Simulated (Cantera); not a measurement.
A perfectly stirred reactor is fed with CH4 : CO2 : H2 = 1 : 1.1 : 0.079 (molar parts), at 1.10 bar; it is held at 1548 K, and followed from long to short residence time.

Model: GRI-Mech 3.0 (53 species, 325 reactions), integrated in Cantera.

What does this change do: temperature 1548 to 1950 K?


```csv
quantity,before,after
x(CH4) at τ = 0.950 s,0.108,0.00503
x(CO2) at τ = 0.950 s,0.158,0.0111
x(H2) at τ = 0.950 s,0.201,0.447
x(CH2) at τ = 0.950 s,1.17e-8,3.58e-7
x(CH2O) at τ = 0.950 s,1.78e-6,3.09e-7
x(CH4) at τ = 45.0 ms,0.359,0.0193
x(CO2) at τ = 45.0 ms,0.446,0.0394
x(H2) at τ = 45.0 ms,0.106,0.351
x(CH2) at τ = 45.0 ms,9.63e-9,1.79e-6
x(CH2O) at τ = 45.0 ms,5.27e-6,3.48e-6
```

What does this change do: temperature 1548 to 1875 K?


```json
[
 {"quantity": "x(CH4) at τ = 0.950 s", "before": "0.108", "after": "0.00854"},
 {"quantity": "x(CO2) at τ = 0.950 s", "before": "0.158", "after": "0.0168"},
 {"quantity": "x(H2) at τ = 0.950 s", "before": "0.201", "after": "0.427"},
 {"quantity": "x(CH2) at τ = 0.950 s", "before": "1.17e-8", "after": "2.14e-7"},
 {"quantity": "x(CH2O) at τ = 0.950 s", "before": "1.78e-6", "after": "3.85e-7"},
 {"quantity": "x(CH4) at τ = 45.0 ms", "before": "0.359", "after": "0.0309"},
 {"quantity": "x(CO2) at τ = 45.0 ms", "before": "0.446", "after": "0.0611"},
 {"quantity": "x(H2) at τ = 45.0 ms", "before": "0.106", "after": "0.307"},
 {"quantity": "x(CH2) at τ = 45.0 ms", "before": "9.63e-9", "after": "1.08e-6"},
 {"quantity": "x(CH2O) at τ = 45.0 ms", "before": "5.27e-6", "after": "4.80e-6"}
]
```
